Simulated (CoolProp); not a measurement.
Properties of CH2F2 (R32) along the isotherm 435 K.

The numbers come from the reference Helmholtz-energy equation of state, Tillner-Roth 1997 in CoolProp.

```csv
p (kPa),phase,Z,isothermal compressibility (1/MPa),viscosity (µPa s),Prandtl number
1810,gas,0.9437,0.5859,19.3,0.750
3610,gas,0.8863,0.3133,19.6,0.766
5420,gas,0.8276,0.2239,20.1,0.802
7230,supercritical,0.7688,0.1803,20.9,0.859
9040,supercritical,0.7115,0.1538,22.2,0.935
10800,supercritical,0.6601,0.1341,24.1,1.02
12600,supercritical,0.6157,0.1145,26.8,1.12
14500,supercritical,0.5819,0.09273,30.5,1.22
```

Viscosity comes from a separate model (Bell 2016), an estimate that may be off by 10 % or more. Thermal conductivity comes from a separate model (Huber 2003), an estimate that may be off by 10 % or more.
